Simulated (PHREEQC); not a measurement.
Make-up at 25 °C: 0.044 mol MgCl2, 0.021 mol Na2SO4 and 0.074 mol NaCl per kg of water. Closed to the air; pH follows from the charge balance.

The numbers come from PHREEQC with the ion-association model, phreeqc.dat.

This is a speciation only: nothing precipitates in the calculation.

Q: Estimate the ionic strength.

A: ionic strength 0.233 mol/kgw.

Q: In which forms is Mg present?

A: Mg+2 82 %, MgSO4 18 % of the Mg.
